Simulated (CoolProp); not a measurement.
Computed with CoolProp (reference Helmholtz-energy equation of state, McLinden 2015).

Q: For the fluoroketone C6F12O (FK-5-1-12), give the phase and the Z, isothermal compressibility (1/MPa) at 224.75 °C and 12.5 MPa; 224.75 °C and 13.7 MPa.

A: 
- 224.75 °C and 12.5 MPa: supercritical; Z 0.869, isothermal compressibility 0.0186
- 224.75 °C and 13.7 MPa: supercritical; Z 0.933, isothermal compressibility 0.0161
